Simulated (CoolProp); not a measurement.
Octamethyltrisiloxane (MDM) along the isobar 38.1 bar: density (kg/m³) from the reference equation and from simpler models built on Tc = 565.4 K, pc = 14.38 bar, ω = 0.528; each cubic takes its own stable root.

Values from CoolProp's reference Helmholtz-energy equation of state, Thol 2017.

```json
[
 {"T (K)": "251.2", "phase": "liquid", "reference": "865.5"},
 {"T (K)": "258.6", "phase": "liquid", "reference": "858.5"},
 {"T (K)": "266.1", "phase": "liquid", "reference": "851.3"},
 {"T (K)": "273.5", "phase": "liquid", "reference": "844.3"},
 {"T (K)": "281", "phase": "liquid", "reference": "837.1"},
 {"T (K)": "288.4", "phase": "liquid", "reference": "830.0"},
 {"T (K)": "295.9", "phase": "liquid", "reference": "822.7"},
 {"T (K)": "303.3", "phase": "liquid", "reference": "815.6"},
 {"T (K)": "310.8", "phase": "liquid", "reference": "808.3"},
 {"T (K)": "318.2", "phase": "liquid", "reference": "801.1"}
]
```

**Question.** How far does each simpler model (Redlich-Kwong, Soave-Redlich-Kwong) lie from the reference over these 10 states: mean and median of the absolute difference, and the worst?

**Answer.** 
- Redlich-Kwong: mean 14.4 %, median 14.4 %, worst -15.0 % at 251.2 K and 38.1 bar
- Soave-Redlich-Kwong: mean 10.8 %, median 10.8 %, worst -12.1 % at 251.2 K and 38.1 bar
